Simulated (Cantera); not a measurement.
A Cantera script and its output.

```python
import numpy as np
import cantera as ct

gas = ct.Solution("gri30.yaml")
gas.TPX = 1098, 1200, {'H2': 0.22, 'O2': 1}
reactor = ct.IdealGasConstPressureReactor(gas, energy="off", clone=False)
net = ct.ReactorNet([reactor])
net.rtol, net.atol = 1e-08, 1e-18
show = ['H2', 'O2', 'O', 'H2O', 'H', 'OH', 'H2O2']
times = np.geomspace(8e-06, 10, 12)

steps = ct.SolutionArray(gas, extra=["t"])
rows = []
print(f"{'t/s':>10s}{'T/K':>9s}{'P/Pa':>11s}" + "".join(f"{s:>11s}" for s in show))
for t in times:
    while net.time < t:
        t_next = net.step()
        steps.append(gas.state, t=t_next)
    rows.append([np.interp(t, steps.t, y) for y in (steps.T, steps.P, *steps(*show).X.T)])
    print(f"{t:10.3e}{rows[-1][0]:9.1f}{rows[-1][1]:11.4g}" + "".join(f"{x:11.3e}" for x in rows[-1][2:]))
rate = np.gradient(steps.T, steps.t)
print("integrator steps:", len(steps.t))
if steps.T.max() > steps.T[0] + 200:
    print(f"time of steepest temperature rise: {steps.t[rate.argmax()]:.4e} s")
gas.TPX = 1098, 1200, {'H2': 0.22, 'O2': 1}
gas.equilibrate("TP")
print(f"equilibrium (TP): T = {gas.T:.1f} K  " + "  ".join(f"{s} {gas[s].X[0]:.3e}" for s in show))
```

Output:

```
       t/s      T/K       P/Pa         H2         O2          O        H2O          H         OH       H2O2
 8.000e-06   1098.0       1200  1.803e-01  8.197e-01  4.780e-12  5.112e-13  1.141e-10  4.487e-12  2.368e-15
 2.867e-05   1098.0       1200  1.803e-01  8.197e-01  5.548e-11  1.949e-11  3.879e-10  4.526e-11  3.041e-14
 1.027e-04   1098.0       1200  1.803e-01  8.197e-01  5.952e-10  5.908e-10  1.512e-09  3.646e-10  3.904e-13
 3.680e-04   1098.0       1200  1.803e-01  8.197e-01  1.150e-08  2.482e-08  1.866e-08  5.877e-09  5.048e-12
 1.319e-03   1098.0       1200  1.802e-01  8.196e-01  2.768e-05  7.131e-05  4.332e-05  1.395e-05  2.536e-10
 4.725e-03   1098.0       1200  7.056e-03  7.341e-01  5.238e-02  1.478e-01  5.252e-02  6.185e-03  2.305e-07
 1.693e-02   1098.0       1200  2.754e-03  7.799e-01  1.839e-02  1.842e-01  1.087e-02  3.885e-03  3.450e-07
 6.067e-02   1098.0       1200  2.424e-04  7.998e-01  1.568e-03  1.970e-01  2.579e-04  1.111e-03  3.024e-07
 2.174e-01   1098.0       1200  1.592e-05  8.016e-01  1.069e-04  1.980e-01  4.586e-06  2.906e-04  1.118e-07
 7.789e-01   1098.0       1200  1.795e-06  8.017e-01  1.280e-05  1.981e-01  1.900e-07  1.008e-04  3.408e-08
 2.791e+00   1098.0       1200  3.092e-07  8.018e-01  2.296e-06  1.982e-01  1.442e-08  4.266e-05  1.037e-08
 1.000e+01   1098.0       1200  6.697e-08  8.018e-01  5.088e-07  1.982e-01  1.502e-09  2.007e-05  3.109e-09
integrator steps: 1875
equilibrium (TP): T = 1098.0 K  H2 2.551e-09  O2 8.018e-01  O 1.952e-08  H2O 1.982e-01  H 1.148e-11  OH 3.926e-06  H2O2 1.720e-10
```

Computed with Cantera and GRI-Mech 3.0 (53 species, 325 reactions). Radical loss at walls, strong at low pressure, is not modelled. The temperature is held fixed by assumption; the heat of reaction is taken as removed at once.
